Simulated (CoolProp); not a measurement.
Vapour pressure (kPa) of n-heptane: the reference equation beside estimates from Tc = 541.2 K, pc = 2774 kPa, ω = 0.349. Clausius-Clapeyron is anchored at 362.4 K with a constant enthalpy of vaporisation of 32.40 kJ/mol.

Computed with CoolProp (reference Helmholtz-energy equation of state, Span 2003). It is a short technical equation, of lower accuracy than the large ones.

| T (K) | reference | Clausius-Clapeyron | van der Waals | Redlich-Kwong | Peng-Robinson |
|---|---|---|---|---|---|
| 281.9 | 2.558 | 3.564 | 101.1 | 10.85 | 2.649 |
| 308.7 | 10.09 | 11.84 | 178.7 | 32.69 | 10.20 |
| 335.6 | 30.76 | 32.56 | 290.6 | 79.59 | 30.69 |
| 362.4 | 76.86 | 76.86 | 441.6 | 164.8 | 76.26 |
| 389.3 | 166.1 | 161.6 | 637.8 | 303.8 | 164.6 |
| 416.1 | 319.4 | 307.9 | 882.4 | 510.5 | 317.2 |
| 442.9 | 562.2 | 542.7 | 1180 | 799.7 | 560.4 |
| 469.8 | 925.2 | 898.2 | 1535 | 1186 | 926.5 |
| 496.6 | 1441 | 1405 | 1948 | 1680 | 1448 |

Absolute difference from the reference over all 9 rows, mean and median: Clausius-Clapeyron 8.6 and 3.5 %, van der Waals 834.9 and 284.0 %, Redlich-Kwong 116.8 and 82.9 %, Peng-Robinson 0.9 and 0.7 %.
